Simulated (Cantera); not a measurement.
**Equilibrium for carbon deposition, reforming and gasification: CO + O2 + H2O**

Feed: 1 mol CO, 1.7 mol O2, 1.7 mol H2O, held at 1000 Pa.

Equilibrium computed with Cantera from the NASA thermochemical tables; the gas is ideal and each condensed phase is pure. Candidate condensed phases: C, C6H6, C7H8, C8H18, H2O; 110 gas species. Kinetics and transport are ignored.

From 502 °C to 1552 °C nothing is condensed. The main C-bearing gas is CO2 throughout.

| T (°C) | x H2O | x O2 | x CO2 | x OH | x CO | x O |
|---|---|---|---|---|---|---|
| 502 | 0.436 | 0.308 | 0.256 | 2.89e-9 | <1e-12 | <1e-12 |
| 652 | 0.436 | 0.308 | 0.256 | 1.71e-7 | 1.79e-11 | 7.43e-11 |
| 802 | 0.436 | 0.308 | 0.256 | 3.27e-6 | 3.01e-9 | 7.28e-9 |
| 952 | 0.436 | 0.308 | 0.256 | 3.03e-5 | 1.44e-7 | 2.33e-7 |
| 1102 | 0.436 | 0.308 | 0.256 | 0.000173 | 2.92e-6 | 3.53e-6 |
| 1252 | 0.435 | 0.307 | 0.256 | 0.000703 | 3.27e-5 | 3.14e-5 |
| 1402 | 0.434 | 0.307 | 0.256 | 0.00222 | 0.000236 | 0.000189 |
| 1552 | 0.431 | 0.306 | 0.254 | 0.00577 | 0.00122 | 0.000850 |
x: gas mole fraction; nothing condenses.
